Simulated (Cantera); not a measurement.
Source: NASA polynomial tables (part measured, part estimated), evaluated in Cantera. Values are per mole of reaction as written; species without (g) are pure solids or liquids, kept so even where they would boil at 1 bar.

### Question
Between 550 and 800 K, where is each reaction favourable under standard conditions?
- 3 B2O2(g) + 2 BF3(g) = 2 B3O3F3(g) + 2 B

### Answer
- 3 B2O2(g) + 2 BF3(g) = 2 B3O3F3(g) + 2 B: ΔG° is -793 kJ at 550 K and -660 kJ at 800 K; it stays negative (K > 1). ΔH° is -1083 kJ and ΔS° -529 J/K at 800 K.
